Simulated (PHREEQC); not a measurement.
# Acid mine or pickling water

Model water analysis in mg/L, 20 °C, pH 2.23, pe 10.5: Na 210; K 21.2; Ca 171; Mg 4.02; Cl 230; S(6) as SO4 1140; Al 0.153.

Valence states are taken as typed.

Computed with PHREEQC (ion-association model, phreeqc.dat).

Each row changes one thing in this solution. Precipitation was switched off in this run.

```
case                     ionic strength (mol/kgw)  SO4-2 (mol/kgw)  Ca+2 (mol/kgw)  HSO4- (mol/kgw)  CaSO4 (mol/kgw)  NaSO4- (mol/kgw)  SI of Gypsum (CaSO4:2H2O)  SI of Halite (NaCl)
-----------------------  ------------------------  ---------------  --------------  ---------------  ---------------  ----------------  -------------------------  -------------------
as made                                    0.0352          0.00798         0.00311          0.00249          0.00112          0.000177                      -0.60                -5.95
Ca from 171 to 513 mg/L                    0.0467          0.00687          0.0100          0.00203          0.00268          0.000142                      -0.22                -5.97
Na from 210 to 630 mg/L                         ?                ?               ?          0.00236          0.00102                 ?                      -0.64                    ?
```

Q: Complete the blanks.

A: 
- Na from 210 to 630 mg/L, ionic strength (mol/kgw): 0.0444
- Na from 210 to 630 mg/L, SO4-2 (mol/kgw): 0.00792
- Na from 210 to 630 mg/L, Ca+2 (mol/kgw): 0.00322
- Na from 210 to 630 mg/L, NaSO4- (mol/kgw): 0.000495
- Na from 210 to 630 mg/L, SI of Halite (NaCl): -5.49
